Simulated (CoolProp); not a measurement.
Vapour-liquid equilibrium of benzene (1) + n-decane (2) at 0.171 MPa; x and y are mole fractions of (1).

Model: multi-fluid Helmholtz-energy mixture model, Thol 2012 and Lemmon 2006; pair parameters Bell 2016, in CoolProp.

```csv
x,"bubble temperature, mixture model (K)","bubble temperature, Raoult's law (K)","y, mixture model","y, Raoult's law"
0.05,457.1,455.3,0.265,0.312
0.2,427.4,426.5,0.704,0.729
0.35,407.9,408.4,0.863,0.872
0.5,395.0,395.8,0.929,0.935
0.65,386.0,386.4,0.962,0.967
0.8,379.0,379.0,0.982,0.986
0.95,373.1,373.0,0.996,0.997
```

The largest gap from Raoult's law is +1.8 K in bubble temperature, at x = 0.05. No azeotrope shows between x = 0.05 and 0.95.

Pair parameters are fitted to limited data, so mixtures are less certain than the pure fluids. The gap from Raoult's law changes sign with composition, which may be real or a fault of the pair parameters; it wasn't checked against measurements.
